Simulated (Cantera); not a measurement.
Input: 1 mol AlCl3, 0.96 mol NH3, 130 mol H2, equilibrated at 13.3 mbar.

These are equilibrium values from Cantera (NASA tables, ideal gas, pure condensed phases), not measurements of a reactor. Candidate condensed phases: Al, AlCl3, AlN, NH4Cl; 20 gas species. Equilibrium is a limit: real reactors are often held back by kinetics, nucleation or transport.

Q: Which condensed phases are stable at each of these points (T (°C)): 1050, 1100, 1150, 1200, 1250, 1300, 1350, 1400?

A: 
| T (°C) | condensed phases | Al condensed (%) |
|---|---|---|
| 1050 | AlN(s) | 64.3 |
| 1100 | AlN(s) | 53.6 |
| 1150 | AlN(s) | 32.5 |
| 1200 | gas only | 0.0 |
| 1250 | gas only | 0.0 |
| 1300 | gas only | 0.0 |
| 1350 | gas only | 0.0 |
| 1400 | gas only | 0.0 |

From 1050 °C to 1150 °C the condensed part is AlN(s). From 1200 °C to 1400 °C nothing is condensed.
